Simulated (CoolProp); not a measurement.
A single-stage vapour-compression cycle with vinyl chloride: evaporating at 277.15 K (dew point), condensing at 309.15 K (bubble point), superheat 10 K, subcooling 2 K, compressor efficiency 0.8, no pressure losses. Each further row changes one setting.

Values from CoolProp's reference Helmholtz-energy equation of state, Thol 2022.

```tsv
case	cooling COP	pressure ratio	discharge temperature (K)	refrigerating effect (kJ/kg)	volumetric capacity (kJ/m³)
as stated	6.22	2.71	346.4	304	1660
evaporating temperature 282.15 K	7.62	2.28	341.4	307	1970
condensing temperature 304.15 K	7.50	2.35	337.8	311	1700
subcooling 7 K	6.38	2.71	346.4	311	1700
superheat 20 K	6.17	2.71	357.0	312	1640
compressor efficiency 0.7	5.45	2.71	353.2	304	1660
```
